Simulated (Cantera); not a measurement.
# Thermodynamics of roasting and sulfation, feed MgCO3 + SO3 + H2O

A closed system holds: 1 mol MgCO3, 2.4 mol SO3, 2.4 mol H2O, held at 240000 Pa.

These are equilibrium values from Cantera (NASA tables, ideal gas, pure condensed phases), not measurements of a reactor. Candidate condensed phases: C, C6H6, C7H8, C8H18, H2O, H2SO4, Mg, MgCO3, MgO, Mg(OH)2, MgS, MgSO4, S; 130 gas species. The numbers say what is thermodynamically allowed, not how fast it happens.

| T (K) | x H2O | x SO2 | x CO2 | x O2 | x SO3 | x OH | x CO | x O | n MgSO4(s) | n MgO(s) |
|---|---|---|---|---|---|---|---|---|---|---|
| 1175 | 0.444 | 0.223 | 0.185 | 0.111 | 0.0364 | 3.06e-6 | 3.43e-9 | 3.15e-9 | 1.00 | 0 |
| 1275 | 0.440 | 0.238 | 0.184 | 0.119 | 0.0185 | 1.14e-5 | 3.15e-8 | 2.49e-8 | 1.00 | 0 |
| 1375 | 0.346 | 0.330 | 0.144 | 0.165 | 0.0156 | 3.36e-5 | 1.45e-7 | 1.67e-7 | 0 | 1.00 |
| 1475 | 0.344 | 0.335 | 0.143 | 0.168 | 0.00905 | 8.84e-5 | 7.56e-7 | 7.59e-7 | 0 | 1.00 |
| 1575 | 0.344 | 0.338 | 0.143 | 0.169 | 0.00559 | 0.000206 | 3.21e-6 | 2.84e-6 | 0 | 1.000 |
| 1675 | 0.343 | 0.340 | 0.143 | 0.170 | 0.00365 | 0.000432 | 1.15e-5 | 9.09e-6 | 0 | 1.000 |
| 1775 | 0.343 | 0.341 | 0.143 | 0.170 | 0.00250 | 0.000835 | 3.54e-5 | 2.55e-5 | 0 | 1.000 |
| 1875 | 0.342 | 0.341 | 0.143 | 0.170 | 0.00178 | 0.00150 | 9.68e-5 | 6.41e-5 | 0 | 1.000 |
x: gas mole fraction; n: condensed amount in mol.

From 1175 K to 1275 K the condensed part is MgSO4(s). From 1375 K to 1875 K the condensed part is MgO(s).
